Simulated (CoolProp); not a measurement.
R134a along the isobar 5.65 MPa: fugacity coefficient from the reference equation and from simpler models built on Tc = 101.1 °C, pc = 4.059 MPa, ω = 0.327; each cubic takes its own stable root.

Values from CoolProp's reference Helmholtz-energy equation of state, Tillner-Roth 1994.

| T (°C) | phase | reference | van der Waals | Redlich-Kwong | Soave-Redlich-Kwong | Peng-Robinson |
|---|---|---|---|---|---|---|
| -1.85 | liquid | 0.05381 | 0.1925 | 0.09391 | 0.05623 | 0.05438 |
| 11.25 | liquid | 0.08202 | 0.2320 | 0.1304 | 0.08616 | 0.08295 |
| 24.35 | liquid | 0.1189 | 0.2746 | 0.1739 | 0.1254 | 0.1203 |
| 37.55 | liquid | 0.1653 | 0.3199 | 0.2243 | 0.1748 | 0.1675 |
| 50.65 | liquid | 0.2206 | 0.3668 | 0.2800 | 0.2335 | 0.2235 |
| 63.75 | liquid | 0.2846 | 0.4151 | 0.3402 | 0.3011 | 0.2880 |
| 76.85 | liquid | 0.3562 | 0.4640 | 0.4034 | 0.3756 | 0.3594 |
| 89.95 | liquid | 0.4333 | 0.5128 | 0.4678 | 0.4545 | 0.4350 |
| 103.15 | supercritical | 0.5133 | 0.5609 | 0.5314 | 0.5339 | 0.5113 |
| 116.25 | supercritical | 0.5886 | 0.6064 | 0.5899 | 0.6054 | 0.5800 |
| 129.35 | supercritical | 0.6459 | 0.6475 | 0.6383 | 0.6602 | 0.6327 |
| 142.45 | supercritical | 0.6887 | 0.6817 | 0.6759 | 0.7026 | 0.6740 |
| 155.65 | supercritical | 0.7243 | 0.7098 | 0.7071 | 0.7382 | 0.7091 |
| 168.75 | supercritical | 0.7544 | 0.7334 | 0.7337 | 0.7687 | 0.7393 |
| 181.85 | supercritical | 0.7805 | 0.7541 | 0.7571 | 0.7955 | 0.7660 |
